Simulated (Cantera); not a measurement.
Standard-state values (1 bar) from the NASA 1993 polynomials, evaluated with Cantera. Values are per mole of reaction as written; species without (g) are pure solids or liquids, kept so even where they would boil at 1 bar.

Cu(OH)2 ⇌ Cu + O2(g) + H2(g)

```json
[
 {"T (K)": "300", "ΔH° (kJ)": "___", "ΔS° (J/K)": "___", "ΔG° (kJ)": "___", "log10 K": "___"},
 {"T (K)": "473", "ΔH° (kJ)": "___", "ΔS° (J/K)": "___", "ΔG° (kJ)": "___", "log10 K": "___"},
 {"T (K)": "573", "ΔH° (kJ)": "446.1", "ΔS° (J/K)": "250.6", "ΔG° (kJ)": "302.5", "log10 K": "-27.57"},
 {"T (K)": "673", "ΔH° (kJ)": "444.0", "ΔS° (J/K)": "247.2", "ΔG° (kJ)": "277.6", "log10 K": "-21.54"},
 {"T (K)": "773", "ΔH° (kJ)": "441.6", "ΔS° (J/K)": "244.0", "ΔG° (kJ)": "253.0", "log10 K": "-17.10"},
 {"T (K)": "873", "ΔH° (kJ)": "___", "ΔS° (J/K)": "___", "ΔG° (kJ)": "___", "log10 K": "___"},
 {"T (K)": "973", "ΔH° (kJ)": "436.6", "ΔS° (J/K)": "238.2", "ΔG° (kJ)": "204.8", "log10 K": "-11.00"}
]
```

Task: Some entries are withheld; supply them.

Result: 
- 300, ΔH° (kJ): 450.4
- 300, ΔS° (J/K): 260.5
- 300, ΔG° (kJ): 372.2
- 300, log10 K: -64.80
- 473, ΔH° (kJ): 447.9
- 473, ΔS° (J/K): 254.0
- 473, ΔG° (kJ): 327.7
- 473, log10 K: -36.19
- 873, ΔH° (kJ): 439.1
- 873, ΔS° (J/K): 241.0
- 873, ΔG° (kJ): 228.8
- 873, log10 K: -13.69
